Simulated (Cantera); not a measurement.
Input: 1 mol TiO₂, 18 mol CO, 16 mol H₂, at 0.120 bar.

Method: chemical equilibrium by Gibbs-energy minimisation in Cantera with the NASA 1993 tables (ideal gas, pure condensed phases). Candidate condensed phases: C, C₆H₆, C₇H₈, C₈H₁₈, H₂O, Ti, TiC, TiO, TiO₂, Ti₂O₃, Ti₃O₅, Ti₄O₇; 113 gas species. Kinetics and transport are ignored.

Task: Which condensed phases are stable at each of these points (T (°C)): 1650, 1700, 1750, 1800, 1850, 1900, 1950, 2000, 2050, 2100, 2150, 2200?

Result: 
```tsv
T (°C)	condensed phases	Ti condensed (%)
1650	Ti₃O₅(s)	100.0
1700	Ti₃O₅(s)	100.0
1750	Ti₃O₅(s)	100.0
1800	Ti₃O₅(l)	100.0
1850	Ti₃O₅(l)	100.0
1900	Ti₃O₅(l)	99.9
1950	Ti₃O₅(l)	99.9
2000	Ti₃O₅(l)	99.7
2050	Ti₃O₅(l)	99.5
2100	Ti₃O₅(l)	99.1
2150	Ti₃O₅(l)	98.3
2200	Ti₃O₅(l)	97.1
```

From 1650 °C to 1750 °C the condensed part is Ti₃O₅(s). From 1800 °C to 2200 °C the condensed part is Ti₃O₅(l).
